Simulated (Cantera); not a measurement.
Input: 1 mol Mg(OH)₂, 0.55 mol H₂, 1.7 mol CO₂, held at 1073 K and 4.20 mbar.

Equilibrium computed with Cantera from the NASA thermochemical tables; the gas is ideal and each condensed phase is pure. Candidate condensed phases: C, C₆H₆, C₇H₈, C₈H₁₈, H₂O, Mg, MgCO₃, MgO, Mg(OH)₂; 116 gas species. Kinetics and transport are ignored.

Base state: CO₂ 0.437, H₂O 0.393, CO 0.0857, H₂ 0.0835 (mole fractions); condensed: MgO(s).

**Question.** What changes in the equilibrium state with this change: temperature from 1073 K to 900 K?

**Answer.** 
```tsv
species	before	after
CO₂	0.437	0.463
H₂O	0.393	0.368
H₂	0.0835	0.109
CO	0.0857	0.0599
MgO(s), mol	1.00	1.00
```
